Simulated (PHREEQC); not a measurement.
A solution holds 0.0009 mol/kgw H2SO4, 0.065 mol/kgw FeCl3 and 3.05e-05 mol/kgw CuCl2, at 25 °C. Closed to the air; pH follows from the charge balance.

All values are PHREEQC results (ion-association model, phreeqc.dat), not measurements.

No solid was allowed to form.

Task: Order these Cl species by the share of Cl that they hold, largest first: FeCl2+, Cl-, FeCl+2.

Result: Cl- (81 %), FeCl+2 (14 %), FeCl2+ (5.0 %)

Task: Order these S species by the share of S that they hold, largest first: FeHSO4+2, SO4-2, FeSO4+, HSO4-.

Result: FeSO4+ (80 %), SO4-2 (9.4 %), FeHSO4+2 (6.6 %), HSO4- (4.1 %)

The pH is 1.90 and the ionic strength 0.276 mol/kgw. Saturation is exceeded, for instance for Hematite (slow to form), Goethite (slow to form); the values hold only as long as no solid forms. Complexes and solids missing from the database can't appear.
